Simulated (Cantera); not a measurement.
A Cantera script and what it prints.

```python
import numpy as np
import cantera as ct

gas_names = """
    Ca CaF CaF2 Ca2 F F2 H HF H2 H2F2 H3F3 H4F4 H5F5 H6F6 H7F7
""".split()
cond_names = """
    Ca(a) Ca(b) Ca(L) CaF2(a) CaF2(b) CaF2(L)
""".split()


def load(file, names, dense=False):
    # The tables refer to 1 bar. Condensed volumes are neglected.
    table = {s.name: s for s in ct.Species.list_from_file(file)}
    out = []
    for n in names:
        d = dict(table[n].input_data)
        d["thermo"] = dict(d["thermo"], **{"reference-pressure": 1e5})
        if dense:
            d["equation-of-state"] = {"model": "constant-volume", "density": "1e6 g/cm^3"}
        out.append(ct.Species.from_dict(d))
    return out


gas = ct.Solution(thermo="ideal-gas", species=load("nasa_gas.yaml", gas_names))
cond = {s.name: ct.Solution(thermo="fixed-stoichiometry", species=[s], name=s.name)
        for s in load("nasa_condensed.yaml", cond_names, dense=True)}
atoms = {
    'CaF2': {'Ca': 1, 'F': 2},
    'HF': {'H': 1, 'F': 1},
    'H2': {'H': 2},
}
top_T = {}  # K; cautious upper limits of use, not melting points


def equilibrate(T, P, feed):
    n = {}
    for name, mol in feed.items():
        for a, k in atoms[name].items():
            n[a] = n.get(a, 0.0) + k * mol
    gas.TPX = T, P, n
    mass = sum(n.values()) * gas.mean_molecular_weight
    gas.equilibrate("TP")
    valid = [c for c in cond.values() if c.min_temp <= T <= top_T.get(c.name, c.max_temp)]
    mix = ct.Mixture([(gas, mass / gas.mean_molecular_weight)] + [(c, 0.0) for c in valid])
    mix.T, mix.P = T, P
    mix.equilibrate("TP", solver="vcs", rtol=1e-11, max_steps=5000)
    return mix


results = []
feed = {'CaF2': 1, 'HF': 1.4, 'H2': 0.92}  # mol
T = 1748  # K
P = 133.322  # Pa
mix = equilibrate(T, P, feed)
results.append((T, P, feed, dict(zip(mix.species_names, mix.species_moles))))
x = sorted(zip(gas.X, gas.species_names), reverse=True)
print(f"T = {T:g} K  P = {P:g} Pa  gas = {mix.phase_moles(0):.4g} mol")
print("   x: " + "  ".join(f"{s} {v:.3e}" for v, s in x if v > 1e-05))
print("   condensed (mol): " + ("  ".join(f"{mix.phase(i).name} {mix.phase_moles(i):.4g}"
      for i in range(1, mix.n_phases) if mix.phase_moles(i) > 1e-12) or "none"))
```

Output:

```
T = 1748 K  P = 133.322 Pa  gas = 2.672 mol
   x: HF 5.244e-01  H2 3.423e-01  CaF2 1.293e-01  H 3.661e-03  CaF 3.620e-04
   condensed (mol): CaF2(L) 0.6537
```

Method: chemical equilibrium by Gibbs-energy minimisation in Cantera with the NASA 1993 tables (ideal gas, pure condensed phases).
